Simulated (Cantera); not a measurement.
Feed: 1 mol CaO, 34 mol HBr, 29 mol H₂, at 1525 K and 3.50 Pa.

Method: chemical equilibrium by Gibbs-energy minimisation in Cantera with the NASA 1993 tables (ideal gas, pure condensed phases). Candidate condensed phases: Br₂, Ca, CaBr₂, CaO, Ca(OH)₂, H₂O; 19 gas species. Kinetics and transport are ignored.

Base state: H₂ 0.501, HBr 0.308, Br 0.159, CaBr₂ 0.0146, H₂O 0.0146, H 0.00283 (mole fractions); condensed: gas only.

Question: What changes in the equilibrium state with this change: HBr from 34 to 1.3 mol?

Answer: 
| species | before | after |
|---|---|---|
| H₂ | 0.501 | 0.953 |
| H₂O | 0.0146 | 0.0143 |
| CaBr₂ | 0.0146 | 0.0142 |
| HBr | 0.308 | 0.0103 |
| Br | 0.159 | 0.00388 |
| CaBr | 7.23e-7 | 2.90e-5 |
| H | 0.00283 | 0.00390 |
| CaO(s), mol | 0 | 0.565 |

Question: What changes in the equilibrium state with this change: HBr from 34 to 2.5 mol?

Answer: 
```csv
species,before,after
H₂,0.501,0.917
H₂O,0.0146,0.0263
CaBr₂,0.0146,0.0263
HBr,0.308,0.0191
Br,0.159,0.00728
CaBr,7.23e-7,2.85e-5
H,0.00283,0.00383
"CaO(s), mol",0,0.167
```

Question: What changes in the equilibrium state with this change: HBr from 34 to 6.8 mol?

Answer: 
| species | before | after |
|---|---|---|
| H₂ | 0.501 | 0.810 |
| HBr | 0.308 | 0.0933 |
| Br | 0.159 | 0.0380 |
| H₂O | 0.0146 | 0.0273 |
| CaBr₂ | 0.0146 | 0.0273 |
| H | 0.00283 | 0.00360 |
